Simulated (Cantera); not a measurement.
Feed: 1 mol Al(CH3)3, 58 mol N2, at 873 K and 0.300 bar.

Equilibrium computed with Cantera from the NASA thermochemical tables; the gas is ideal and each condensed phase is pure. Candidate condensed phases: Al, AlN, C, C6H6, C7H8, C8H18; 97 gas species. The feed counts by its element totals alone. Rates play no part.

Base state: N2 0.928, H2 0.0713, CH4 0.000684 (mole fractions); condensed: AlN(s) + C(graphite).

### Question
What changes in the equilibrium state with this change: temperature from 873 K to 1900 K?

### Answer
```csv
species,before,after
N2,0.928,0.926
H2,0.0713,0.0710
HCN,1.29e-7,0.00250
CH4,0.000684,8.51e-7
Al,<1e-9,1.76e-5
H,<1e-9,0.000386
HNC,<1e-9,0.000117
"AlN(s), mol",1.00,0.999
"C(graphite), mol",2.96,2.83
```
